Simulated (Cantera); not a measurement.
Input (Python, Cantera) and output of one run.

```python
import numpy as np
import cantera as ct

gas_names = """
    O2 CO2 VO2 SiO
""".split()
cond_names = """
    Li(cr) Li(L) Li2O(s) Li2O(L) C(gr) V(cr) V(L) Si(cr) Si(L)
""".split()


def load(file, names, dense=False):
    # The tables refer to 1 bar. Condensed volumes are neglected.
    table = {s.name: s for s in ct.Species.list_from_file(file)}
    out = []
    for n in names:
        d = dict(table[n].input_data)
        d["thermo"] = dict(d["thermo"], **{"reference-pressure": 1e5})
        if dense:
            d["equation-of-state"] = {"model": "constant-volume", "density": "1e6 g/cm^3"}
        out.append(ct.Species.from_dict(d))
    return out


species = {s.name: s for s in load("nasa_gas.yaml", gas_names) + load("nasa_condensed.yaml", cond_names)}
# Each term lists the table entries of one substance; the one whose range holds T is used.
reactions = {
    '4 Li + O2(g) = 2 Li2O':
        [(-4, ['Li(cr)', 'Li(L)']), (-1, ['O2']), (2, ['Li2O(s)', 'Li2O(L)'])],
    'C + O2(g) = CO2(g)':
        [(-1, ['C(gr)']), (-1, ['O2']), (1, ['CO2'])],
    'V + O2(g) = VO2(g)':
        [(-1, ['V(cr)', 'V(L)']), (-1, ['O2']), (1, ['VO2'])],
    '2 Si + O2(g) = 2 SiO(g)':
        [(-2, ['Si(cr)', 'Si(L)']), (-1, ['O2']), (2, ['SiO'])],
}


def pick(names, T):
    return next(species[n] for n in names if species[n].thermo.min_temp <= T <= species[n].thermo.max_temp)


results = []
for label, terms in reactions.items():
    print(label)
    print("     T/K   dH/kJ  dS/(J/K)   dG/kJ   log10 K")
    for T in [473, 623, 773, 923, 1073, 1223]:
        used = [(nu, pick(names, T)) for nu, names in terms]
        dH = sum(nu * s.thermo.h(T) for nu, s in used) / 1e6
        dS = sum(nu * s.thermo.s(T) for nu, s in used) / 1e3
        dG = dH - T * dS / 1e3
        logK = -dG * 1e6 / (ct.gas_constant * T * np.log(10))
        results.append((label, T, dH, dS, dG, logK, [s.name for _, s in used]))
        print(f"{T:8g} {dH:8.1f} {dS:8.1f} {dG:8.1f} {logK:8.2f}")
```

Result:

```
4 Li + O2(g) = 2 Li2O
     T/K   dH/kJ  dS/(J/K)   dG/kJ   log10 K
     473  -1212.0   -279.2  -1080.0   119.26
     623  -1213.1   -281.3  -1037.9    87.02
     773  -1212.4   -280.3   -995.7    67.28
     923  -1210.3   -277.9   -953.9    53.98
    1073  -1206.3   -274.7   -911.6    44.38
    1223  -1201.9   -270.9   -870.7    37.19
C + O2(g) = CO2(g)
     T/K   dH/kJ  dS/(J/K)   dG/kJ   log10 K
     473   -393.6      2.6   -394.9    43.60
     623   -393.8      2.2   -395.2    33.14
     773   -394.1      1.8   -395.5    26.73
     923   -394.4      1.4   -395.8    22.40
    1073   -394.8      1.1   -395.9    19.27
    1223   -395.1      0.8   -396.1    16.92
V + O2(g) = VO2(g)
     T/K   dH/kJ  dS/(J/K)   dG/kJ   log10 K
     473   -234.2     26.9   -247.0    27.27
     623   -235.3     24.9   -250.8    21.03
     773   -236.5     23.3   -254.5    17.19
     923   -237.7     21.8   -257.8    14.59
    1073   -239.1     20.4   -261.0    12.71
    1223   -240.7     19.1   -264.0    11.27
2 Si + O2(g) = 2 SiO(g)
     T/K   dH/kJ  dS/(J/K)   dG/kJ   log10 K
     473   -202.9    175.0   -285.7    31.55
     623   -205.0    171.2   -311.6    26.13
     773   -207.2    168.0   -337.1    22.78
     923   -209.6    165.2   -362.0    20.49
    1073   -212.1    162.7   -386.6    18.82
    1223   -214.7    160.4   -410.9    17.55
```

Source: NASA polynomial tables (part measured, part estimated), evaluated in Cantera. Condensed species are held in their standard states even where they would react or evaporate.
